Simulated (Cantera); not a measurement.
Feed: 1 mol BN, 2.2 mol O2, held at 1.00 bar.

These are equilibrium values from Cantera (NASA tables, ideal gas, pure condensed phases), not measurements of a reactor. Candidate condensed phases: B, BN, B2O3; 17 gas species. Equilibrium is a limit: real reactors are often held back by kinetics, nucleation or transport. All values below are at 1725 K.

Base state: O2 0.741, N2 0.254, NO 0.00340, B2O3 0.00115, BO2 0.000306, O 5.00e-5, NO2 1.90e-5 (mole fractions); condensed: B2O3(l).

What changes in the equilibrium state with this change: pressure from 1.00 bar to 0.240 bar?


```
species         before     after
------------  --------  --------
O2               0.741     0.738
N2               0.254     0.253
B2O3           0.00115   0.00480
BO2           0.000306  0.000891
NO2            1.90e-5   9.23e-6
O              5.00e-5  0.000102
B2O3(l), mol     0.497     0.490
```
